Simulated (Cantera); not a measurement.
A freely propagating, adiabatic, planar premixed flame of 3.04 % CH4, 3.34 % C2H6, 16.2 % O2, 77.5 % N2, unburnt at 500 K and 1.68 atm; unity-Lewis-number transport, grid criteria slope 0.08 and curve 0.16, no radiation.

Detailed kinetics in Cantera: GRI-Mech 3.0 (53 species, 325 reactions). Unity Lewis numbers drop preferential diffusion, which matters most where H2 and H carry the flame. Burning velocities carry a grid error of a few per cent, more on coarse grids.

x: mole fraction of selected species; z is measured from the peak of heat release.

| z (mm) | T (K) | u (m/s) | x CH4 | x C2H6 | x O2 | x H | x O | x CH2O |
|---|---|---|---|---|---|---|---|---|
| -1.04 | 501 | 0.402 | 0.0304 | 0.0334 | 0.161 | <1e-8 | <1e-8 | 2.07e-6 |
| -0.696 | 507 | 0.407 | 0.0302 | 0.0332 | 0.161 | <1e-8 | <1e-8 | 1.15e-5 |
| -0.522 | 525 | 0.422 | 0.0299 | 0.0327 | 0.159 | <1e-8 | <1e-8 | ? |
| -0.348 | ? | 0.503 | 0.0278 | ? | 0.149 | <1e-8 | <1e-8 | ? |
| -0.174 | 1026 | 0.841 | 0.0191 | 0.0176 | 0.108 | 5.25e-6 | 4.54e-7 | 0.000858 |
| -0.0870 | 1394 | 1.16 | 0.0106 | 0.00666 | 0.0679 | 0.000127 | 1.90e-5 | 0.000900 |
| 0 | 1763 | 1.49 | 0.00195 | 0.000189 | 0.0271 | 0.00313 | 0.000623 | 0.000266 |
| 0.0870 | 1891 | 1.60 | 4.19e-5 | 4.73e-8 | 0.0116 | 0.00690 | 0.00200 | 9.89e-6 |
| 0.174 | 1939 | 1.63 | 6.13e-7 | <1e-8 | 0.00827 | 0.00661 | 0.00190 | 1.71e-7 |
| 0.348 | 1995 | 1.67 | <1e-8 | <1e-8 | 0.00584 | 0.00490 | 0.00130 | <1e-8 |
| 0.696 | 2050 | 1.71 | <1e-8 | <1e-8 | 0.00368 | 0.00302 | 0.000708 | <1e-8 |
| 1.39 | 2094 | 1.74 | <1e-8 | <1e-8 | 0.00194 | 0.00172 | 0.000321 | <1e-8 |
| 2.78 | 2122 | 1.76 | <1e-8 | <1e-8 | 0.000873 | 0.000986 | 0.000131 | <1e-8 |

Question: Complete the blanks.

Answer: 
- -0.522, x CH2O: 4.21e-5
- -0.348, T (K): 623
- -0.348, x C2H6: 0.0298
- -0.348, x CH2O: 0.000207
